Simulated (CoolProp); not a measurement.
The fluid at 293.15 K and 0.696 MPa (stagnation) flows isentropically through a choked orifice. The same conditions are run with several fluids, on thermodynamics alone (safety and materials aside).

The numbers come from the reference Helmholtz-energy equation of state of each fluid (CH2F2 (R32): Tillner-Roth 1997; sulfur hexafluoride: Guder 2009; R125: Lemmon 2005; nitrous oxide: Lemmon 2006; fluorine: de Reuck 1990) in CoolProp.

```tsv
fluid	throat to inlet pressure ratio	mass flux (kg/(m² s))	throat temperature (K)
CH2F2 (R32)	(withheld)	2210	260.0
sulfur hexafluoride	(withheld)	(withheld)	278.3
R125	0.596	(withheld)	(withheld)
nitrous oxide	0.548	2000	255.6
fluorine	0.532	(withheld)	(withheld)
```

Task: What belongs in the gaps?

Result: 
- CH2F2 (R32), throat to inlet pressure ratio: 0.557
- sulfur hexafluoride, throat to inlet pressure ratio: 0.593
- sulfur hexafluoride, mass flux (kg/(m² s)): 3480
- R125, mass flux (kg/(m² s)): 3200
- R125, throat temperature (K): 277.3
- fluorine, mass flux (kg/(m² s)): 1870
- fluorine, throat temperature (K): 247.0
